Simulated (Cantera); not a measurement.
## Reactions in the system N-O-V

Source: NASA polynomial tables (part measured, part estimated), evaluated in Cantera. Values are per mole of reaction as written; species without (g) are pure solids or liquids, kept so even where they would boil at 1 bar.

2 N(g) + 2 VO2(g) ⇌ N2O(g) + V2O3

| T (K) | ΔH° (kJ) | ΔS° (J/K) | ΔG° (kJ) | log10 K |
|---|---|---|---|---|
| 2623 | -1377.4 | -377.3 | -387.7 | 7.72 |
| 2673 | -1374.3 | -376.1 | -368.9 | 7.21 |
| 2723 | -1371.2 | -375.0 | -350.1 | 6.72 |
| 2773 | -1368.1 | -373.9 | -331.4 | 6.24 |
| 2823 | -1364.9 | -372.7 | -312.7 | 5.79 |
| 2873 | -1361.8 | -371.6 | -294.1 | 5.35 |
| 2923 | -1358.7 | -370.6 | -275.5 | 4.92 |
| 2973 | -1355.6 | -369.5 | -257.0 | 4.52 |
